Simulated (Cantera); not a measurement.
Charge: 1 mol V₂O₃, 110 mol H₂, 2.1 mol N₂, equilibrated at 73000 Pa.

Equilibrium computed with Cantera from the NASA thermochemical tables; the gas is ideal and each condensed phase is pure. Candidate condensed phases: H₂O, V, VN, VO, V₂O₃, V₂O₄, V₂O₅; 28 gas species. Mutual solubility and eutectic melting of coexisting phases are not modelled. VN, VO: taken at fixed stoichiometry. Condensed phases not in the tables: the oxides between V₂O₃ and V₂O₅ other than VO₂, solid solutions among these carbides, nitrides and lower oxides, V₂N. The numbers say what is thermodynamically allowed, not how fast it happens.

x: gas mole fraction; n: condensed amount in mol.

```csv
T (K),x H₂,x N₂,x H₂O,x H,x NH₃,n VN(s),n V₂O₃(s),n VO(s)
998,0.980,0.0181,___,2.49e-9,5.62e-5,0.133,0.933,0
1073,0.980,0.0181,0.00194,1.62e-8,3.53e-5,0.145,0.927,0
1148,0.980,0.0180,0.00208,8.30e-8,2.34e-5,0.156,0.922,0
1223,0.980,0.0180,0.00220,3.48e-7,1.63e-5,0.165,0.918,0
1298,0.980,0.0180,0.00231,1.24e-6,1.19e-5,0.172,0.914,0
1373,0.980,0.0179,0.00240,3.86e-6,8.92e-6,0.179,0.910,0
1448,0.979,0.0187,___,1.07e-5,7.05e-6,0,0.703,0.594
1523,0.977,0.0187,___,2.67e-5,5.58e-6,0,0.546,0.907
1598,0.975,0.0187,___,6.15e-5,4.52e-6,0,0.335,1.33
1673,0.973,0.0187,___,0.000131,3.72e-6,0,0.0578,1.88
```

Problem. Complete the blanks.

Solution. 
- 998, x H₂O: 0.00178
- 1448, x H₂O: 0.00265
- 1523, x H₂O: 0.00405
- 1598, x H₂O: 0.00594
- 1673, x H₂O: 0.00840
